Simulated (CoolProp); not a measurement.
Normal hydrogen at 298.15 K and 0.217 MPa flows at 0.19 m/s in a round tube of 4.6 mm bore and 45 µm roughness, fully developed (64/Re and Nu = 3.66 if laminar; Colebrook and Gnielinski if turbulent). Each further row changes one setting.

Values from CoolProp's reference Helmholtz-energy equation of state, Leachman 2009.

| case | Reynolds number | Darcy friction factor | pressure drop (Pa/m) | heat-transfer coefficient (W/(m² K)) | mass flow (kg/h) |
|---|---|---|---|---|---|
| as stated | 17.3 | … | … | 148 | 0.00200 |
| velocity 0.38 m/s | 34.6 | 1.85 | 5.12 | 148 | … |
| diameter 9.2 mm | 34.6 | 1.85 | 0.639 | … | 0.00801 |

### Question
What belongs in the gaps?

### Answer

- as stated, Darcy friction factor: 3.70
- as stated, pressure drop (Pa/m): 2.56
- velocity 0.38 m/s, mass flow (kg/h): 0.00401
- diameter 9.2 mm, heat-transfer coefficient (W/(m² K)): 74.0

Viscosity comes from a separate model (Muzny 2013). Thermal conductivity comes from a separate model (Assael 2011).
